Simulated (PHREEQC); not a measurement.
A solution holds 0.001 mol H4SiO4, 0.0019 mol (CH3)4NCl and 0.00023 mol (NH4)2CO3 per kg of water, at 25 °C. Closed to the air; pH follows from the charge balance.

Computed with PHREEQC (ion-association model, phreeqc.dat).

The pH is 8.82. The ionic strength is 0.00225 mol/kgw and the total alkalinity is 0.460 meq/kg.

| species | molality | activity | log γ |
|---|---|---|---|
| Cl- | 0.00190 | 0.00180 | -0.023 |
| (CH3)4N+ | 0.00190 | 0.00180 | -0.023 |
| H4SiO4 | 0.000906 | 0.000907 | 0.000 |
| NH4+ | 0.000338 | 0.000321 | -0.023 |
| HCO3- | 0.000221 | 0.000210 | -0.022 |
| NH3 | 0.000122 | 0.000122 | 0.000 |
| H3SiO4- | 9.39e-5 | 8.91e-5 | -0.023 |

Precipitation was switched off in this run. Saturation is exceeded, for instance for Quartz (slow to form), Chalcedony (slow to form); the values hold only as long as no solid forms. (CH3)4N+ isn't in the database: it is added as a free cation with an ion size of 4 Å.
